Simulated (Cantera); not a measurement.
Charge: 1 mol CuO, 3 mol CH₄, 1.3 mol N₂, equilibrated at 1698 K.

Method: chemical equilibrium by Gibbs-energy minimisation in Cantera with the NASA 1993 tables (ideal gas, pure condensed phases). Candidate condensed phases: C, C₆H₆, C₇H₈, C₈H₁₈, Cu, CuO, Cu(OH)₂, Cu₂O, H₂O; 139 gas species. Rates play no part.

Question: Which condensed phases are stable at each of these points (P (Pa)): 10, 100, 1000, 10000, 100000, 1000000?

Answer: 
```
P (Pa)      condensed phases  Cu condensed (%)
-------  -------------------  ----------------
10               C(graphite)               0.0
100              C(graphite)               0.0
1000     C(graphite) + Cu(l)              86.9
10000    C(graphite) + Cu(l)              98.7
100000   C(graphite) + Cu(l)              99.9
1000000  C(graphite) + Cu(l)             100.0
```

From 10.0 Pa to 1.00 mbar the condensed part is C(graphite). From 10.0 mbar to 10.0 bar the condensed part is C(graphite) + Cu(l).
